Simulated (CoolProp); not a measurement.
Vapour-liquid equilibrium of C3F8 (R218) (1) + c-C4F8 (RC318) (2) at -4.25 °C; x and y are mole fractions of (1).

The numbers come from the multi-fluid Helmholtz-energy mixture model, Lemmon 2006 and Platzer 1990; pair parameters Bell 2016 in CoolProp. This equation is an older, rougher fit; its heat capacities, sound speeds and derivatives of the liquid may be far off and weren't checked against measurements.

```
x      bubble pressure (bar)  y at the bubble point  dew pressure at overall composition x (bar)  liquid density (mol/L)
-----  ---------------------  ---------------------  -------------------------------------------  ----------------------
0.05                   1.122                  0.080                                        1.108                   8.058
0.125                  1.197                  0.211                                        1.145                   8.075
0.2                    1.300                  0.345                                        1.190                   8.087
0.275                  1.433                  0.472                                        1.242                   8.094
0.35                   1.595                  0.584                                        1.305                   8.096
0.425                  1.781                  0.680                                        1.379                   8.092
0.5                    1.989                  0.758                                        1.469                   8.083
0.575                  2.214                  0.821                                        1.579                   8.068
0.65                   2.451                  0.871                                        1.717                   8.046
0.725                  2.695                  0.910                                        1.894                   8.017
0.8                    2.942                  0.942                                        2.133                   7.981
0.875                  3.191                  0.967                                        2.475                   7.937
0.95                   3.438                  0.988                                        3.015                   7.883
```

No azeotrope shows between x = 0.05 and 0.95.

The pair parameters rest on a limited set of measurements; away from them the model extrapolates.
